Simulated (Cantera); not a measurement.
## BN + H2 (nitride etching)

Feed: 1 mol BN, 92 mol H2.

These are equilibrium values from Cantera (NASA tables, ideal gas, pure condensed phases), not measurements of a reactor. Candidate condensed phases: B, BN; 15 gas species. Mutual solubility and eutectic melting of coexisting phases are not modelled. Equilibrium is a limit: real reactors are often held back by kinetics, nucleation or transport.

Map the stable condensed phases over T = 1198, 1248, 1298, 1348, 1398, 1448, 1498, 1548, 1598, 1648, 1698 K and P in Pa = 1, 4.2, 18, 75, 320, 1300, 5600, 24000, 100000.


```
T in K \ P in Pa
              1    4.2     18     75    320   1300   5600  24000 100000
   1698       A      A      B      B      B      B      C      C      C
   1648       A      B      B      B      B      C      C      C      C
   1598       A      B      B      B      B      C      C      C      C
   1548       B      B      B      B      C      C      C      C      C
   1498       B      B      B      B      C      C      C      C      C
   1448       B      B      B      C      C      C      C      C      C
   1398       B      B      C      C      C      C      C      C      C
   1348       B      B      C      C      C      C      C      C      C
   1298       B      C      C      C      C      C      C      C      C
   1248       C      C      C      C      C      C      C      C      C
   1198       C      C      C      C      C      C      C      C      C
```
A: B; B: B + BN; C: BN.
